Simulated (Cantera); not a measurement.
Adiabatic ignition

An adiabatic, constant-volume homogeneous reactor starts with 23.6 % CH₃OH, 16.1 % O₂, 60.3 % N₂, equivalence ratio 2.2, at 1175 K and 0.720 bar.

Detailed kinetics in Cantera: GRI-Mech 3.0 (53 species, 325 reactions). GRI-Mech 3.0 was tuned for natural gas; its chemistry of methanol as a main component is partial and can be far from experiment.

```tsv
t (s)	T (K)	P (bar)	x CH₃OH	x O₂	x H₂O	x HO₂	x NO	x HCO	x CH₂O
4.00e-6	1175	0.720	0.236	0.161	1.83e-8	1.63e-8	<1e-12	<1e-12	2.27e-8
1.04e-5	1175	0.720	0.236	0.161	4.82e-8	4.82e-8	<1e-12	<1e-12	6.78e-8
2.71e-5	1175	0.720	0.236	0.161	1.26e-7	1.40e-7	<1e-12	<1e-12	1.95e-7
7.04e-5	1175	0.720	0.236	0.161	3.29e-7	4.03e-7	<1e-12	<1e-12	5.59e-7
0.000183	1175	0.720	0.236	0.161	8.60e-7	1.12e-6	<1e-12	<1e-12	1.55e-6
0.000477	1175	0.720	0.236	0.161	2.26e-6	2.95e-6	<1e-12	1.58e-12	4.17e-6
0.00124	1175	0.720	0.236	0.161	6.31e-6	7.40e-6	<1e-12	5.68e-12	1.17e-5
0.00323	1175	0.720	0.236	0.161	2.58e-5	1.73e-5	<1e-12	3.30e-11	4.54e-5
0.00839	1176	0.721	0.235	0.161	0.000254	4.76e-5	<1e-12	6.00e-10	0.000395
0.0218	2557	2.07	<1e-12	6.18e-5	0.208	6.41e-8	0.000251	3.37e-7	1.74e-8
0.0568	2557	2.07	<1e-12	6.14e-5	0.208	6.37e-8	0.000331	3.36e-7	1.74e-8
0.148	2557	2.07	<1e-12	6.14e-5	0.208	6.37e-8	0.000331	3.36e-7	1.74e-8
0.384	2557	2.07	<1e-12	6.14e-5	0.208	6.37e-8	0.000331	3.36e-7	1.74e-8
1.00	2557	2.07	<1e-12	6.14e-5	0.208	6.37e-8	0.000331	3.36e-7	1.74e-8
```
x: mole fraction; the columns are a selection and need not sum to one.

| Item | Value |
|---|---|
| time of steepest temperature rise | 16.0 ms |
| temperature at 1.00 s | 2557 K |
| equilibrium temperature | 2557 K |
| x(CH₃OH) at 1.00 s | <1e-12 (gas-phase equilibrium <1e-12) |
| x(O₂) at 1.00 s | 6.14e-5 (gas-phase equilibrium 6.14e-5) |
| x(H₂O) at 1.00 s | 0.208 (gas-phase equilibrium 0.208) |
